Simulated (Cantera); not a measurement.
A freely propagating, adiabatic, planar premixed flame of CH4 : H2 : O2 : N2 = 1 : 0.59 : 2.64 : 7.65 (molar parts), equivalence ratio 0.87, unburnt at 698 K and 400000 Pa; mixture-averaged transport, grid criteria slope 0.08 and curve 0.16, no radiation.

Model: GRI-Mech 3.0 (53 species, 325 reactions), integrated in Cantera. Burning velocities carry a grid error of a few per cent, more on coarse grids.

Problem. Predict: laminar burning velocity; thermal thickness; peak x(OH).

Solution. 
| Quantity | Value |
|---|---|
| laminar burning velocity | 209 cm/s |
| thermal thickness | 0.0709 mm |
| peak x(OH) | 0.0160 |
